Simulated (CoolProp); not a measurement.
A Linde-Hampson liquefier for normal hydrogen: isothermal reversible compression at 280 K from 1 atm to 15 MPa, throttling to 1 atm, return gas leaving the recuperator 2 K below the feed. Each further row changes one setting.

Model: reference Helmholtz-energy equation of state, Leachman 2009, in CoolProp.

```csv
case,compression work (kJ/kg of gas)
as stated,5880
high pressure 30 MPa,6790
warm-end temperature 310 K,6500
warm-end gap 7 K,5880
```
